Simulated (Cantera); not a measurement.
Input: 1 mol Fe2O3, 0.35 mol C, 0.34 mol N2, at 1477 °C and 900 Torr.

These are equilibrium values from Cantera (NASA tables, ideal gas, pure condensed phases), not measurements of a reactor. Candidate condensed phases: C, Fe, Fe(CO)5, FeO, Fe2O3, Fe3O4; 27 gas species. Mutual solubility and eutectic melting of coexisting phases are not modelled. The tables' stoichiometric FeO is somewhat more stable than real wüstite, so its field is too wide. FeO: taken at fixed stoichiometry. Kinetics and transport are ignored.

Base state: N2 0.493, CO2 0.490, CO 0.0169, NO 1.92e-5, O2 1.02e-5 (mole fractions); condensed: FeO(l) + Fe3O4(s).

Question: What changes in the equilibrium state with this change: C from 0.35 to 1.7 mol?

Answer: 
```csv
species,before,after
CO,0.0169,0.739
N2,0.493,0.167
CO2,0.490,0.0943
Fe,5.12e-8,1.16e-5
O2,1.02e-5,<1e-9
NO,1.92e-5,4.93e-8
"FeO(l), mol",1.07,1.11
"Fe3O4(s), mol",0.312,0
"Fe(δ), mol",0,0.892
```

Question: What changes in the equilibrium state with this change: Fe2O3 replaced by SiO2?

Answer: 
| species | before | after |
|---|---|---|
| CO | 0.0169 | 0.610 |
| N2 | 0.493 | 0.389 |
| SiO | 0 | 0.000722 |
| CO2 | 0.490 | 0.000156 |
| NO | 1.92e-5 | <1e-9 |
| O2 | 1.02e-5 | <1e-9 |
| FeO(l), mol | 1.07 | 0 |
| Fe3O4(s), mol | 0.312 | 0 |
| SiO2(condensed), mol | 0 | 0.766 |
| Si2N2O(s), mol | 0 | 0.117 |
The tables hold silica as quartz up to 1696 K and as liquid above; real silica turns to tridymite and cristobalite and melts near 1996 K. Further candidate phases: Si, SiC, SiO2, Si2N2O, Si3N4.

Question: What changes in the equilibrium state with this change: C from 0.35 to 0.66 mol?

Answer: 
```
species         before    after
-------------  -------  -------
CO2              0.490    0.340
N2               0.493    0.340
CO              0.0169    0.320
O2             1.02e-5  1.37e-8
NO             1.92e-5  5.86e-7
FeO(l), mol       1.07     2.00
Fe3O4(s), mol    0.312        0
```
